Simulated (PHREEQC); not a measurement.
A solution holds 0.041 mol/kgw H3PO4, 0.27 mol/kgw KOH and 0.3 mol/kgw NaCl, at 20 °C. Closed to the air; pH follows from the charge balance.

Model: ion-association model, phreeqc.dat, run in PHREEQC.

Precipitation was switched off in this run.

Q: Estimate the pH, activity of water, specific conductance.

A: pH 13.13; activity of water 0.982; specific conductance 54700 µS/cm.

Q: In which forms is P present?

A: PO4-3 98 %, HPO4-2 1.4 % of the P.
